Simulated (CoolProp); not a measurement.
Acetone along the isotherm 362.1 K: density (kg/m³) from the reference equation and from simpler models built on Tc = 508.1 K, pc = 4.692 MPa, ω = 0.307; each cubic takes its own stable root.

The numbers come from the reference Helmholtz-energy equation of state, Lemmon 2006 in CoolProp. It is a short technical equation, of lower accuracy than the large ones.

```
p (MPa)   phase  reference
-------  ------  ---------
0.838    liquid      709.4
1.68     liquid      710.9
2.51     liquid      712.4
3.35     liquid      713.8
4.19     liquid      715.2
5.03     liquid      716.6
5.87     liquid      718.0
6.7      liquid      719.3
7.54     liquid      720.6
8.38     liquid      721.9
9.22     liquid      723.1
10.1     liquid      724.5
10.9     liquid      725.6
11.7     liquid      726.8
```

**Question.** How far does each simpler model (van der Waals, Peng-Robinson) lie from the reference over these 14 states: mean and median of the absolute difference, and the worst?

**Answer.** 
- van der Waals: mean 50.6 %, median 47.0 %, worst -97.4 % at 362.1 K and 0.838 MPa
- Peng-Robinson: mean 11.2 %, median 11.2 %, worst -11.5 % at 362.1 K and 0.838 MPa

At some of these states van der Waals gives the other phase, because its saturation line lies elsewhere.
